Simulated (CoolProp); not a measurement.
The fluid at 298.15 K and 12.6 MPa flows at 0.12 m/s in a round tube of 2 mm bore and 45 µm roughness, fully developed (64/Re and Nu = 3.66 if laminar; Colebrook and Gnielinski if turbulent). The same conditions are run with several fluids, on thermodynamics alone (safety and materials aside).

The numbers come from the reference Helmholtz-energy equation of state of each fluid (R407C: Lemmon 2003; R22: Kamei 1995; R124: de Vries 1995; toluene: Lemmon 2006; R245fa: Akasaka 2015) in CoolProp. Blends and air are pseudo-pure fits.

Rank R407C, R22, R124, toluene, R245fa by Reynolds number, highest first.

R22 (1940), R407C (1550), R124 (1100), R245fa (709), toluene (342)

```tsv
fluid	Darcy friction factor	pressure drop (Pa/m)	heat-transfer coefficient (W/(m² K))	mass flow (kg/h)
R407C	0.0412	178	169	1.63
R22	0.0331	148	169	1.69
R124	0.0581	295	140	1.91
toluene	0.187	588	246	1.18
R245fa	0.0902	446	178	1.86
```

Transport values come from each fluid's own correlations; those of R22, R124, R245fa are estimates that may be off by 10 % or more.
